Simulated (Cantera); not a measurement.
A Cantera script and its output.

```python
import numpy as np
import cantera as ct

gas = ct.Solution("gri30.yaml")


def delay(T, t_max=10):
    gas.TPX = T, 51000, {'CO': 1, 'H2': 1.4, 'CH4': 1.5, 'O2': 6.77, 'N2': 32.5, 'H2O': 3.9}
    reactor = ct.IdealGasConstPressureReactor(gas, clone=False)
    net = ct.ReactorNet([reactor])
    net.rtol, net.atol = 1e-8, 1e-16
    while net.time < t_max:
        t_old, T_old = net.time, reactor.T
        net.step()
        if reactor.T > T + 400:  # ignition: a rise of 400 K
            return t_old + (T + 400 - T_old) / (reactor.T - T_old) * (net.time - t_old)
    return np.nan


taus = []
for T in [1050, 1150, 1250, 1350, 1450, 1550, 1650, 1750, 1850, 1950]:
    taus.append(delay(T))
    print(f"T0 = {T:6g} K   tau = {taus[-1]:.4e} s")
```

It prints:

```
T0 =   1050 K   tau = 7.6886e-03 s
T0 =   1150 K   tau = 2.6769e-03 s
T0 =   1250 K   tau = 1.1472e-03 s
T0 =   1350 K   tau = 5.7582e-04 s
T0 =   1450 K   tau = 3.3085e-04 s
T0 =   1550 K   tau = 2.1805e-04 s
T0 =   1650 K   tau = 1.6076e-04 s
T0 =   1750 K   tau = 1.3326e-04 s
T0 =   1850 K   tau = 1.2564e-04 s
T0 =   1950 K   tau = 1.3305e-04 s
```

Model: GRI-Mech 3.0 (53 species, 325 reactions), integrated in Cantera. Where the delays flatten at high temperature, the 400 K rule measures the pace of heat release, not the induction time.
